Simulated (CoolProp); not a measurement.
Vapour-liquid equilibrium of carbon dioxide (1) + n-perfluorobutane (2) at 282 K; x and y are mole fractions of (1).

Model: multi-fluid Helmholtz-energy mixture model, Span 1996 and Gao 2022; pair parameters Bell 2016, in CoolProp.

```csv
x,"bubble pressure, mixture model (bar)","bubble pressure, Raoult's law (bar)","y, mixture model","y, Raoult's law"
0.05,3.616,3.648,0.567,0.600
0.125,7.156,6.814,0.779,0.803
0.2,10.85,9.980,0.851,0.877
0.275,?,13.15,0.886,0.915
0.35,17.56,16.31,0.905,0.939
0.425,20.36,19.48,0.918,0.955
0.5,22.84,22.64,0.927,0.966
0.575,?,25.81,0.935,0.975
0.65,27.50,28.98,0.943,0.981
0.725,?,32.14,0.952,0.987
0.8,33.02,35.31,0.962,0.991
0.875,36.53,38.48,?,0.995
0.95,40.68,41.64,0.989,0.998
```

Question: Fill in the missing entries.

Answer: 
- 0.275, bubble pressure, mixture model (bar): 14.38
- 0.575, bubble pressure, mixture model (bar): 25.16
- 0.725, bubble pressure, mixture model (bar): 30.06
- 0.875, y, mixture model: 0.974

The largest gap from Raoult's law is +9.4 % in bubble pressure, at x = 0.275. No azeotrope shows between x = 0.05 and 0.95.

The pair parameters rest on a limited set of measurements; away from them the model extrapolates. The gap from Raoult's law changes sign with composition, which may be real or a fault of the pair parameters; it wasn't checked against measurements.
